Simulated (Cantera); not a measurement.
An isothermal, constant-pressure homogeneous reactor starts with NO : N2 = 1 : 3.3 (molar parts), at 1475 K and 4700 Pa. Integrator tolerance rtol = 1e-08.

Cantera simulation using GRI-Mech 3.0 (53 species, 325 reactions); the numbers are that mechanism's predictions, not measurements. Radical loss at walls, strong at low pressure, is not modelled.

Problem. What does this change do: temperature 1475 to 1850 K?

Solution. 
```
quantity                                           before                                      after
----------------  ---------------------------------------  -----------------------------------------
x(NO) at 50.0 s    0.231 (gas-phase equilibrium 0.000854)      0.106 (gas-phase equilibrium 0.00384)
x(N2O) at 50.0 s  1.66e-5 (gas-phase equilibrium 1.21e-8)    3.91e-6 (gas-phase equilibrium 5.03e-8)
x(O2) at 50.0 s    0.000828 (gas-phase equilibrium 0.116)       0.0633 (gas-phase equilibrium 0.114)
x(NO2) at 50.0 s  2.54e-5 (gas-phase equilibrium 7.93e-7)    2.83e-5 (gas-phase equilibrium 1.39e-6)
x(O) at 50.0 s    6.71e-7 (gas-phase equilibrium 4.54e-6)  0.000230 (gas-phase equilibrium 0.000302)
x(N2) at 50.0 s       0.768 (gas-phase equilibrium 0.883)        0.831 (gas-phase equilibrium 0.882)
```
